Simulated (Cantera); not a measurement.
Feed: 1 mol PbO, 0.52 mol O₂, 1 mol H₂, equilibrated at 460000 Pa.

Method: chemical equilibrium by Gibbs-energy minimisation in Cantera with the NASA 1993 tables (ideal gas, pure condensed phases). Candidate condensed phases: H₂O, Pb, PbO, PbO₂, Pb₃O₄; 12 gas species. The numbers say what is thermodynamically allowed, not how fast it happens.

x: gas mole fraction; n: condensed amount in mol.

```
T (K)  x H₂O      x O₂     x PbO      x OH    x H₂      x Pb     x HO₂  n PbO(red)  n Pb₃O₄(s)  n PbO(yellow)  n PbO(l)
-----  -----  --------  --------  --------  ------  --------  --------  ----------  ----------  -------------  --------
525    1.000  0.000388    <1e-12    <1e-12  <1e-12    <1e-12    <1e-12       0.882      0.0392              0         0
575    0.996   0.00403    <1e-12    <1e-12  <1e-12    <1e-12    <1e-12       0.904      0.0319              0         0
625    0.980    0.0196    <1e-12  1.13e-12  <1e-12    <1e-12    <1e-12        1.00           0              0         0
675    0.980    0.0196    <1e-12  1.13e-11  <1e-12    <1e-12    <1e-12        1.00           0              0         0
725    0.980    0.0196    <1e-12  8.29e-11  <1e-12    <1e-12  1.68e-12        1.00           0              0         0
775    0.980    0.0196  3.90e-12  4.70e-10  <1e-12    <1e-12  6.98e-12           0           0           1.00         0
825    0.980    0.0196  5.45e-11   2.16e-9  <1e-12    <1e-12  2.44e-11           0           0           1.00         0
875    0.980    0.0196  5.60e-10   8.34e-9       ?    <1e-12  7.37e-11           0           0           1.00         0
925    0.980    0.0196   4.43e-9   2.79e-8       ?    <1e-12  1.98e-10           0           0           1.00         0
975    0.980    0.0196   2.82e-8   8.23e-8       ?  2.01e-12  4.80e-10           0           0           1.00         0
1025   0.980    0.0196   1.49e-7   2.19e-7       ?  2.26e-11   1.07e-9           0           0           1.00         0
1075   0.980    0.0196   6.70e-7   5.31e-7       ?  2.02e-10   2.21e-9           0           0          1.000         0
1125   0.980    0.0196   2.62e-6   1.19e-6       ?   1.48e-9   4.28e-9           0           0          1.000         0
1175   0.980    0.0196   8.76e-6   2.50e-6       ?   8.78e-9   7.84e-9           0           0              0     1.000
```

Complete the blanks.


- 875, x H₂: 4.06e-12
- 925, x H₂: 2.55e-11
- 975, x H₂: 1.33e-10
- 1025, x H₂: 5.90e-10
- 1075, x H₂: 2.29e-9
- 1125, x H₂: 7.87e-9
- 1175, x H₂: 2.44e-8
